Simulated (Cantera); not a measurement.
A freely propagating, adiabatic, planar premixed flame of CH4 : O2 : N2 : H2O = 1 : 1.67 : 6.27 : 0.24 (molar parts), unburnt at 325 K and 1.00 bar; unity-Lewis-number transport, grid criteria slope 0.08 and curve 0.16, no radiation.

Model: GRI-Mech 3.0 (53 species, 325 reactions), integrated in Cantera. Unity Lewis numbers drop preferential diffusion, which matters most where H2 and H carry the flame. Burning velocities carry a grid error of a few per cent, more on coarse grids.

x: mole fraction of selected species; z is measured from the peak of heat release.

| z (mm) | T (K) | u (m/s) | x CH4 | x O2 | x H2O | x HO2 | x CH2CO | x NO |
|---|---|---|---|---|---|---|---|---|
| -2.04 | 325 | 0.220 | 0.109 | 0.182 | 0.0262 | <1e-8 | 2.13e-8 | <1e-8 |
| -1.36 | 329 | 0.222 | 0.109 | 0.182 | 0.0265 | 1.28e-7 | 3.06e-7 | 4.19e-8 |
| -1.02 | 348 | 0.235 | 0.108 | 0.180 | 0.0282 | 8.05e-7 | 1.88e-6 | 2.70e-7 |
| -0.681 | … | 0.332 | 0.0986 | 0.167 | 0.0413 | 6.23e-6 | 1.38e-5 | 2.50e-6 |
| -0.340 | … | 0.702 | 0.0617 | 0.113 | 0.0956 | 2.54e-5 | 6.43e-5 | 1.63e-5 |
| -0.170 | … | 1.00 | 0.0302 | 0.0668 | 0.142 | 4.72e-5 | 0.000106 | 2.97e-5 |
| 0 | 1823 | 1.29 | 0.00373 | 0.0210 | 0.185 | 2.05e-5 | 5.38e-5 | 4.64e-5 |
| 0.170 | 1941 | 1.38 | 5.05e-5 | 0.00559 | 0.195 | 2.55e-6 | 1.72e-6 | 6.49e-5 |
| 0.340 | 1975 | 1.40 | 5.03e-7 | 0.00328 | 0.196 | 1.54e-6 | 3.27e-8 | 7.28e-5 |
| 0.681 | 2014 | 1.42 | <1e-8 | 0.00201 | 0.199 | 9.54e-7 | <1e-8 | 7.77e-5 |
| 1.36 | 2052 | 1.45 | <1e-8 | 0.00102 | 0.202 | 4.81e-7 | <1e-8 | 8.07e-5 |
| 2.72 | 2080 | 1.46 | <1e-8 | 0.000396 | 0.205 | 1.81e-7 | <1e-8 | 8.28e-5 |
| 5.45 | 2097 | 1.47 | <1e-8 | 0.000128 | 0.206 | 5.13e-8 | <1e-8 | 8.42e-5 |

Problem. What belongs in the gaps?

Solution. 
- -0.681, T (K): 488
- -0.340, T (K): 1018
- -0.170, T (K): 1436
